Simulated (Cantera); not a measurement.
An adiabatic, constant-pressure homogeneous reactor starts with CH4 : O2 : N2 : CO2 = 1 : 2.44 : 24.4 : 5.3 (molar parts), equivalence ratio 0.82, at 950 K and 5.00 bar. Integrator tolerance rtol = 1e-08.

Computed with Cantera and GRI-Mech 3.0 (53 species, 325 reactions). Below about 1000 K GRI-Mech 3.0 lacks low-temperature oxidation paths.

### Question
What does this change do: pressure from 5.00 bar to 1.01 bar?

### Answer
| quantity | before | after |
|---|---|---|
| time of steepest temperature rise | 1.11 s | not reached |
| temperature at 2.00 s | 1571 K | 950 K |
| equilibrium temperature | 1570 K | 1570 K |
| x(CH4) at 2.00 s | <1e-12 (gas-phase equilibrium <1e-12) | 0.0302 (gas-phase equilibrium <1e-12) |
| x(O2) at 2.00 s | 0.0133 (gas-phase equilibrium 0.0131) | 0.0736 (gas-phase equilibrium 0.0131) |
| x(CO2) at 2.00 s | 0.190 (gas-phase equilibrium 0.190) | 0.160 (gas-phase equilibrium 0.190) |
| x(NO2) at 2.00 s | 1.92e-9 (gas-phase equilibrium 1.00e-6) | <1e-12 (gas-phase equilibrium 4.50e-7) |
| x(N2O) at 2.00 s | 5.41e-8 (gas-phase equilibrium 5.35e-8) | 4.96e-12 (gas-phase equilibrium 2.41e-8) |
| x(C2H4) at 2.00 s | <1e-12 (gas-phase equilibrium <1e-12) | 3.42e-8 (gas-phase equilibrium <1e-12) |

### Question
What does this change do: pressure from 5.00 bar to 10.0 bar?

### Answer
```json
[
 {"quantity": "time of steepest temperature rise", "before": "1.11 s", "after": "0.518 s"},
 {"quantity": "temperature at 2.00 s", "before": "1571 K", "after": "1571 K"},
 {"quantity": "equilibrium temperature", "before": "1570 K", "after": "1571 K"},
 {"quantity": "x(CH4) at 2.00 s", "before": "<1e-12 (gas-phase equilibrium <1e-12)", "after": "<1e-12 (gas-phase equilibrium <1e-12)"},
 {"quantity": "x(O2) at 2.00 s", "before": "0.0133 (gas-phase equilibrium 0.0131)", "after": "0.0133 (gas-phase equilibrium 0.0131)"},
 {"quantity": "x(CO2) at 2.00 s", "before": "0.190 (gas-phase equilibrium 0.190)", "after": "0.190 (gas-phase equilibrium 0.190)"},
 {"quantity": "x(NO2) at 2.00 s", "before": "1.92e-9 (gas-phase equilibrium 1.00e-6)", "after": "2.35e-9 (gas-phase equilibrium 1.41e-6)"},
 {"quantity": "x(N2O) at 2.00 s", "before": "5.41e-8 (gas-phase equilibrium 5.35e-8)", "after": "7.65e-8 (gas-phase equilibrium 7.57e-8)"},
 {"quantity": "x(C2H4) at 2.00 s", "before": "<1e-12 (gas-phase equilibrium <1e-12)", "after": "<1e-12 (gas-phase equilibrium <1e-12)"}
]
```

### Question
What does this change do: initial temperature 950 to 1750 K?

### Answer
| quantity | before | after |
|---|---|---|
| time of steepest temperature rise | 1.11 s | 99.5 µs |
| temperature at 2.00 s | 1571 K | 2272 K |
| equilibrium temperature | 1570 K | 2272 K |
| x(CH4) at 2.00 s | <1e-12 (gas-phase equilibrium <1e-12) | <1e-12 (gas-phase equilibrium <1e-12) |
| x(O2) at 2.00 s | 0.0133 (gas-phase equilibrium 0.0131) | 0.0144 (gas-phase equilibrium 0.0144) |
| x(CO2) at 2.00 s | 0.190 (gas-phase equilibrium 0.190) | 0.183 (gas-phase equilibrium 0.183) |
| x(NO2) at 2.00 s | 1.92e-9 (gas-phase equilibrium 1.00e-6) | 2.53e-6 (gas-phase equilibrium 2.53e-6) |
| x(N2O) at 2.00 s | 5.41e-8 (gas-phase equilibrium 5.35e-8) | 4.48e-7 (gas-phase equilibrium 4.48e-7) |
| x(C2H4) at 2.00 s | <1e-12 (gas-phase equilibrium <1e-12) | <1e-12 (gas-phase equilibrium <1e-12) |
